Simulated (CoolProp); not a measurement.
Vapour-liquid equilibrium of hydrogen sulfide (1) + toluene (2) at 321.8 K; x and y are mole fractions of (1).

The numbers come from the multi-fluid Helmholtz-energy mixture model, Lemmon 2006 and Lemmon 2006; pair parameters Bell 2016 in CoolProp.

| x | bubble pressure (MPa) | y at the bubble point | dew pressure at overall composition x (MPa) | liquid density (mol/L) |
|---|---|---|---|---|
| 0.05 | 0.1724 | 0.933 | 0.01221 | 9.439 |
| 0.125 | 0.3837 | 0.970 | 0.01326 | 9.958 |
| 0.2 | 0.5775 | 0.980 | 0.01451 | 10.53 |
| 0.275 | 0.7682 | 0.985 | 0.01601 | 11.15 |
| 0.35 | 0.9656 | 0.989 | 0.01786 | 11.83 |
| 0.425 | 1.177 | 0.991 | 0.02020 | 12.58 |
| 0.5 | 1.406 | 0.993 | 0.02323 | 13.41 |
| 0.575 | 1.656 | 0.995 | 0.02733 | 14.32 |
| 0.65 | 1.929 | 0.996 | 0.03319 | 15.32 |
| 0.725 | 2.223 | 0.997 | 0.04225 | 16.42 |
| 0.8 | 2.536 | 0.998 | 0.05811 | 17.62 |
| 0.875 | 2.865 | 0.999 | 0.09302 | 18.89 |
| 0.95 | 3.210 | 0.999 | 0.2325 | 20.14 |

No azeotrope shows between x = 0.05 and 0.95.

The pair parameters rest on a limited set of measurements; away from them the model extrapolates.
